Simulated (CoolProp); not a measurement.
n-pentane along the isotherm 529.7 K: fugacity coefficient from the reference equation and from simpler models built on Tc = 469.7 K, pc = 3.368 MPa, ω = 0.251; each cubic takes its own stable root.

Computed with CoolProp (reference Helmholtz-energy equation of state, Thol 2019).

```csv
p (MPa),phase,reference,van der Waals,Redlich-Kwong,Soave-Redlich-Kwong,Peng-Robinson
0.0532,gas,0.9964,0.9965,0.9962,0.9965,0.9959
0.086,gas,0.9942,0.9944,0.9939,0.9943,0.9934
0.139,gas,0.9907,0.9909,0.9901,0.9908,0.9894
0.225,gas,0.9849,0.9853,0.9841,0.9851,0.9829
0.363,gas,0.9757,0.9763,0.9743,0.9760,0.9725
0.586,gas,0.9610,0.9617,0.9587,0.9614,0.9558
0.947,gas,0.9373,0.9383,0.9338,0.9381,?
1.53,gas,?,0.9007,0.8941,0.9010,0.8877
2.47,gas,0.8406,0.8404,0.8317,0.8430,0.8234
3.99,supercritical,0.7484,?,0.7346,0.7534,0.7268
6.45,supercritical,0.6105,0.5910,0.5936,0.6249,0.5936
10.4,supercritical,0.4719,0.4717,0.4650,0.4998,0.4660
16.8,supercritical,0.3846,0.4133,0.3868,0.4211,0.3822
```

Q: Complete the blanks.

A: 
- 0.947, Peng-Robinson: 0.9293
- 1.53, reference: 0.8997
- 3.99, van der Waals: 0.7422
